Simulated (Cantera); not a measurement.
Feed: 1 mol SiHCl3, 38 mol N2, a varied amount of NH3, held at 1948.15 K and 0.133 bar.

Cantera equilibrium calculation (NASA polynomials, part measured and part estimated; ideal gas, pure solids and liquids). Candidate condensed phases: NH4Cl, Si, Si3N4; 28 gas species. The tables' values for SiCl, SiCl3, SiN are old estimates; treat these amounts as uncertain. Gases not in the tables: Si2H6 and higher silanes. The numbers say what is thermodynamically allowed, not how fast it happens.

x: gas mole fraction; n: condensed amount in mol.

```tsv
n(NH3) (mol)	x N2	x H2	x HCl	x SiCl2	x H	n Si3N4(s)	n Si(l)
3.9	0.835	0.118	0.0301	0.0160	(withheld)	0.0707	0
8.8	0.734	0.222	0.0315	0.0101	(withheld)	0.131	0
14	0.659	0.302	0.0297	0.00710	(withheld)	0.163	0
19	0.608	0.357	0.0274	0.00536	0.00185	0	0.548
24	0.567	0.400	0.0255	0.00414	0.00196	0	0.599
28	0.541	0.429	0.0241	0.00345	0.00203	0	0.630
33	0.513	0.459	0.0225	0.00280	0.00210	0	0.661
38	0.491	0.483	0.0210	0.00233	0.00215	0	0.685
43	0.472	0.504	0.0197	0.00196	0.00220	0	0.705
48	0.455	0.522	0.0185	0.00168	0.00224	0	0.721
```

Question: Some entries are withheld; supply them.

Answer: 
- 3.9, x H: 0.00106
- 8.8, x H: 0.00146
- 14, x H: 0.00170
